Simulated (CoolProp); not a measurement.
A single-stage vapour-compression cycle with ethylene: evaporating at 213.15 K (dew point), condensing at 264.15 K (bubble point), superheat 5 K, subcooling 2 K, compressor efficiency 0.6, no pressure losses. Each further row changes one setting.

The numbers come from the reference Helmholtz-energy equation of state, Smukala 2000 in CoolProp.

```
case                              cooling COP  pressure ratio  discharge temperature (K)  refrigerating effect (kJ/kg)  volumetric capacity (kJ/m³)
--------------------------------  -----------  --------------  -------------------------  ----------------------------  ---------------------------
as stated                                1.65            4.40                      341.2                           266                         3550
evaporating temperature 218.15 K         1.92            3.70                      331.8                           269                         4250
condensing temperature 259.15 K          1.94            3.90                      330.6                           284                         3790
subcooling 7 K                           1.77            4.40                      341.2                           285                         3800
superheat 15 K                           1.64            4.40                      354.7                           282                         3520
compressor efficiency 0.5                1.37            4.40                      357.6                           266                         3550
```
